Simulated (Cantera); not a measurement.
A closed system holds: 1 mol TiO2, 2.8 mol CH4, 0.24 mol H2, held at 1702 °C.

These are equilibrium values from Cantera (NASA tables, ideal gas, pure condensed phases), not measurements of a reactor. Candidate condensed phases: C, C6H6, C7H8, C8H18, H2O, Ti, TiC, TiO, TiO2, Ti2O3, Ti3O5, Ti4O7; 113 gas species. Mutual solubility and eutectic melting of coexisting phases are not modelled. TiC, TiO: taken at fixed stoichiometry. Condensed phases not in the tables: solid solutions among these carbides, nitrides and lower oxides. Equilibrium is a limit: real reactors are often held back by kinetics, nucleation or transport.

x: gas mole fraction; n: condensed amount in mol.

```json
[
 {"P (Pa)": "10", "x H2": "0.642", "x CO": "0.232", "x H": "0.110", "x Ti": "0.0115", "x TiO": "0.00464", "x H2O": "4.77e-6", "x CH4": "7.59e-12", "n TiC(s)": "0.852", "n TiO(s)": "0.0127", "n Ti2O3(s)": "0"},
 {"P (Pa)": "42", "x H2": "0.703", "x CO": "0.239", "x H": "0.0560", "x Ti": "0.00132", "x TiO": "0.00111", "x H2O": "1.08e-5", "x CH4": "7.94e-11", "n TiC(s)": "0.895", "n TiO(s)": "0.0858", "n Ti2O3(s)": "0"},
 {"P (Pa)": "180", "x H2": "0.730", "x CO": "0.242", "x H": "0.0276", "x Ti": "0.000148", "x TiO": "0.000258", "x H2O": "2.35e-5", "x CH4": "7.65e-10", "n TiC(s)": "0.900", "n TiO(s)": "0.0973", "n Ti2O3(s)": "0"},
 {"P (Pa)": "750", "x H2": "0.742", "x CO": "0.244", "x H": "[?]", "x Ti": "[?]", "x TiO": "[?]", "x H2O": "[?]", "x CH4": "[?]", "n TiC(s)": "0.900", "n TiO(s)": "0.0992", "n Ti2O3(s)": "0"},
 {"P (Pa)": "3200", "x H2": "0.749", "x CO": "0.245", "x H": "0.00662", "x Ti": "1.96e-6", "x TiO": "1.45e-5", "x H2O": "0.000102", "x CH4": "6.06e-8", "n TiC(s)": "0.900", "n TiO(s)": "0.0995", "n Ti2O3(s)": "0"},
 {"P (Pa)": "13000", "x H2": "0.753", "x CO": "0.243", "x H": "0.00329", "x Ti": "2.39e-7", "x TiO": "3.52e-6", "x H2O": "0.000205", "x CH4": "5.05e-7", "n TiC(s)": "0.921", "n TiO(s)": "0", "n Ti2O3(s)": "0.0396"},
 {"P (Pa)": "56000", "x H2": "0.755", "x CO": "0.243", "x H": "[?]", "x Ti": "[?]", "x TiO": "[?]", "x H2O": "[?]", "x CH4": "[?]", "n TiC(s)": "0.921", "n TiO(s)": "0", "n Ti2O3(s)": "0.0394"},
 {"P (Pa)": "240000", "x H2": "0.755", "x CO": "0.243", "x H": "0.000768", "x Ti": "2.25e-9", "x TiO": "1.06e-7", "x H2O": "0.000659", "x CH4": "5.39e-5", "n TiC(s)": "0.922", "n TiO(s)": "0", "n Ti2O3(s)": "0.0390"},
 {"P (Pa)": "1000000", "x H2": "0.755", "x CO": "0.243", "x H": "0.000376", "x Ti": "2.29e-10", "x TiO": "1.92e-8", "x H2O": "0.00117", "x CH4": "0.000528", "n TiC(s)": "0.922", "n TiO(s)": "0", "n Ti2O3(s)": "0.0390"}
]
```

Complete the blanks.


- 750, x H: 0.0136
- 750, x Ti: 1.73e-5
- 750, x TiO: 6.19e-5
- 750, x H2O: 4.89e-5
- 750, x CH4: 6.75e-9
- 56000, x H: 0.00159
- 56000, x Ti: 2.30e-8
- 56000, x TiO: 6.10e-7
- 56000, x H2O: 0.000368
- 56000, x CH4: 5.24e-6
